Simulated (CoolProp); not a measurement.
Vapour-liquid equilibrium of benzene (1) + m-xylene (2) at 480 kPa; x and y are mole fractions of (1).

Values from CoolProp's multi-fluid Helmholtz-energy mixture model, Thol 2012 and Zhou 2012; pair parameters Bell 2016.

### Question
Give the bubble temperature and the first vapour's composition at x = 0.5, 0.65, 0.95. Is there an azeotrope?

### Answer
x = 0.5: 438.7 K, y = 0.772; x = 0.65: 430.0 K, y = 0.868; x = 0.95: 415.9 K, y = 0.986. No azeotrope shows between x = 0.05 and 0.95.

Pair parameters are fitted to limited data, so mixtures are less certain than the pure fluids.
